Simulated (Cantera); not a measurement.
A perfectly stirred reactor is fed with C₂H₆ : N₂ : H₂O = 1 : 55 : 0.42 (molar parts), at 0.00410 bar; it is held at 1675 K, and followed from long to short residence time.

Detailed kinetics in Cantera: GRI-Mech 3.0 (53 species, 325 reactions). GRI-Mech 3.0 stops at C3 and has no aromatics, soot or wall deposition, so with more carbon than oxygen in the feed, carbon stays in small species such as C2H2 where larger ones or solid carbon would form. Radical loss at walls, strong at low pressure, is not modelled.

Task: Predict: x(C₂H₆) at τ = 0.680 s; x(H) at τ = 0.680 s; x(CH₂) at τ = 0.680 s; x(C₂H₄) at τ = 0.680 s; x(HCN) at τ = 0.680 s; x(C₂H₆) at τ = 6.50 ms; x(H) at τ = 6.50 ms; x(CH₂) at τ = 6.50 ms; x(C₂H₄) at τ = 6.50 ms; x(HCN) at τ = 6.50 ms.

Result: 
```
Property                   Value
----------------------  --------
x(C₂H₆) at τ = 0.680 s   5.53e-5
x(H) at τ = 0.680 s     0.000509
x(CH₂) at τ = 0.680 s    6.96e-6
x(C₂H₄) at τ = 0.680 s  0.000302
x(HCN) at τ = 0.680 s    7.76e-5
x(C₂H₆) at τ = 6.50 ms   0.00393
x(H) at τ = 6.50 ms     0.000624
x(CH₂) at τ = 6.50 ms    3.08e-5
x(C₂H₄) at τ = 6.50 ms   0.00553
x(HCN) at τ = 6.50 ms    6.51e-6
```
